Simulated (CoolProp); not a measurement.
Vapour-liquid equilibrium of carbonyl sulfide (1) + propane (2) at 4.01 kPa; x and y are mole fractions of (1).

Model: multi-fluid Helmholtz-energy mixture model, Lemmon 2006 and Lemmon 2009; pair parameters Bell 2016, in CoolProp.

Task: Give the bubble temperature and the first vapour's composition at x = 0.05, 0.35, 0.5. Is there an azeotrope?

Result: x = 0.05: -96.7 °C, y = 0.094; x = 0.35: -98.9 °C, y = 0.463; x = 0.5: -99.7 °C, y = 0.602. No azeotrope shows between x = 0.05 and 0.95.

The pair parameters rest on a limited set of measurements; away from them the model extrapolates.
